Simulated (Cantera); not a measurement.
Input (Python, Cantera) and output of one run.

```python
import numpy as np
import cantera as ct

gas_names = """
    AL ALC ALN ALO ALO2 AL2 AL2O AL2O2 C CN CO CO2 C2 CCN CNC C2N2 C2O C3 C3O2 C4 C4N2 C5 N NCO NO NO2
    NO3 N2 N2O O O2 O3
""".split()
cond_names = """
    AL(cr) AL(L) ALN(s) AL2O3(a) AL2O3(L) C(gr)
""".split()


def load(file, names, dense=False):
    # The tables refer to 1 bar. Condensed volumes are neglected.
    table = {s.name: s for s in ct.Species.list_from_file(file)}
    out = []
    for n in names:
        d = dict(table[n].input_data)
        d["thermo"] = dict(d["thermo"], **{"reference-pressure": 1e5})
        if dense:
            d["equation-of-state"] = {"model": "constant-volume", "density": "1e6 g/cm^3"}
        out.append(ct.Species.from_dict(d))
    return out


gas = ct.Solution(thermo="ideal-gas", species=load("nasa_gas.yaml", gas_names))
cond = {s.name: ct.Solution(thermo="fixed-stoichiometry", species=[s], name=s.name)
        for s in load("nasa_condensed.yaml", cond_names, dense=True)}
atoms = {
    'Al': {'AL': 1},
    'CO2': {'C': 1, 'O': 2},
    'N2': {'N': 2},
}
top_T = {'ALN(s)': 2750, 'C(gr)': 4500}  # K; cautious upper limits of use, not melting points


def equilibrate(T, P, feed):
    n = {}
    for name, mol in feed.items():
        for a, k in atoms[name].items():
            n[a] = n.get(a, 0.0) + k * mol
    gas.TPX = T, P, n
    mass = sum(n.values()) * gas.mean_molecular_weight
    gas.equilibrate("TP")
    valid = [c for c in cond.values() if c.min_temp <= T <= top_T.get(c.name, c.max_temp)]
    mix = ct.Mixture([(gas, mass / gas.mean_molecular_weight)] + [(c, 0.0) for c in valid])
    mix.T, mix.P = T, P
    mix.equilibrate("TP", solver="vcs", rtol=1e-11, max_steps=5000)
    return mix


results = []
feed = {'Al': 1, 'CO2': 5.4, 'N2': 40}  # mol
T = 650  # K
P = 33  # Pa
mix = equilibrate(T, P, feed)
results.append((T, P, feed, dict(zip(mix.species_names, mix.species_moles))))
print(gas.report(threshold=0.0001))
for i in range(1, mix.n_phases):
    print(f"{mix.phase(i).name:16s} {mix.phase_moles(i):12.5e} mol")
```

Output:

```
       temperature   650 K
          pressure   33 Pa
           density   0.00017945 kg/m^3
  mean mol. weight   29.388 kg/kmol
   phase of matter   gas

                          1 kg             1 kmol
                     ---------------   ---------------
          enthalpy       -9.0593e+05       -2.6623e+07  J
   internal energy       -1.0898e+06       -3.2028e+07  J
           entropy            9795.6        2.8787e+05  J/K
    Gibbs function        -7.273e+06       -2.1374e+08  J
 heat capacity c_p            1087.6             31963  J/K
 heat capacity c_v            804.71             23649  J/K

                      mass frac. Y      mole frac. X     chem. pot. / RT
                     ---------------   ---------------   ---------------
                CO          0.031491           0.03304           -56.494
               CO2           0.12864          0.085903           -110.17
                N2           0.83987           0.88106           -32.028
     [  +29 minor]        2.2521e-23        2.0076e-23

AL(cr)            0.00000e+00 mol
ALN(s)            0.00000e+00 mol
AL2O3(a)          5.00000e-01 mol
C(gr)             0.00000e+00 mol
```

Cantera equilibrium calculation (NASA polynomials, part measured and part estimated; ideal gas, pure solids and liquids).
